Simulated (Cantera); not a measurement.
**Adiabatic ignition**

An adiabatic, constant-pressure homogeneous reactor starts with 29.6 % H2, 14.8 % O2, 55.6 % N2, at 1025 K and 750 Torr.

Computed with Cantera and the H2/O2 subset of GRI-Mech 3.0, which has no nitrogen chemistry.

| t (s) | T (K) | x H2 | x O2 | x O | x OH | x H |
|---|---|---|---|---|---|---|
| 1.00e-6 | 1025 | 0.296 | 0.148 | 2.35e-12 | 1.27e-12 | 5.89e-11 |
| 2.77e-6 | 1025 | 0.296 | 0.148 | 1.22e-11 | 5.02e-12 | 1.64e-10 |
| 7.65e-6 | 1025 | 0.296 | 0.148 | 5.27e-11 | 1.93e-11 | 5.28e-10 |
| 2.11e-5 | 1025 | 0.296 | 0.148 | 2.88e-10 | 1.02e-10 | 2.62e-9 |
| 5.85e-5 | 1025 | 0.296 | 0.148 | 6.11e-9 | 2.15e-9 | 5.45e-8 |
| 0.000162 | 1029 | 0.295 | 0.147 | 2.65e-5 | 1.58e-5 | 0.000241 |
| 0.000447 | 2665 | 0.0383 | 0.0142 | 0.00482 | 0.0227 | 0.0127 |
| 0.00124 | 2701 | 0.0362 | 0.0133 | 0.00420 | 0.0219 | 0.0109 |
| 0.00342 | 2701 | 0.0362 | 0.0133 | 0.00420 | 0.0219 | 0.0109 |
| 0.00946 | 2701 | 0.0362 | 0.0133 | 0.00420 | 0.0219 | 0.0109 |
| 0.0262 | 2701 | 0.0362 | 0.0133 | 0.00420 | 0.0219 | 0.0109 |
| 0.0723 | 2701 | 0.0362 | 0.0133 | 0.00420 | 0.0219 | 0.0109 |
| 0.200 | 2701 | 0.0362 | 0.0133 | 0.00420 | 0.0219 | 0.0109 |
x: mole fraction; the columns are a selection and need not sum to one.

| Property | Result |
|---|---|
| time of steepest temperature rise | 0.199 ms |
| temperature at 0.200 s | 2701 K |
| equilibrium temperature | 2701 K |
| x(H2) at 0.200 s | 0.0362 (gas-phase equilibrium 0.0362) |
| x(O2) at 0.200 s | 0.0133 (gas-phase equilibrium 0.0133) |
| x(O) at 0.200 s | 0.00420 (gas-phase equilibrium 0.00420) |
